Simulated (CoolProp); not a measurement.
Vapour-liquid equilibrium of ethane (1) + hydrogen sulfide (2) at -38.05 °C; x and y are mole fractions of (1).

Values from CoolProp's multi-fluid Helmholtz-energy mixture model, Bücker 2006 and Lemmon 2006; pair parameters Kunz 2012.

Give the bubble pressure and the first vapour's composition at x = 0.2, 0.35, 0.5. Is there an azeotrope?

x = 0.2: 6.498 bar, y = 0.609; x = 0.35: 7.307 bar, y = 0.673; x = 0.5: 7.732 bar, y = 0.712. y crosses x between x = 0.8 and 0.95: the model has an azeotrope there.

Pair parameters are fitted to limited data, so mixtures are less certain than the pure fluids. With so large a gap from Raoult's law the liquid may split in two, which this calculation doesn't test in full.
